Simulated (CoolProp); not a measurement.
A simple Rankine cycle with R124: condensing at 299.15 K, boiler at 1.49 MPa, turbine inlet 469 K, turbine efficiency 0.9, pump efficiency 0.8, no recuperator. Each further row changes one setting.

Model: reference Helmholtz-energy equation of state, de Vries 1995, in CoolProp.

```csv
case,thermal efficiency (%),net work (kJ/kg),heat in (kJ/kg),turbine exit temperature (K),volume ratio over the turbine
as stated,10.4,29.9,286,429.3,3.65
condensing temperature 291.15 K,12.0,35.5,295,422.4,4.65
boiler pressure 1.04 MPa,7.8,22.5,290,440.6,2.55
turbine efficiency 0.8,9.2,26.4,286,433.1,3.69
```
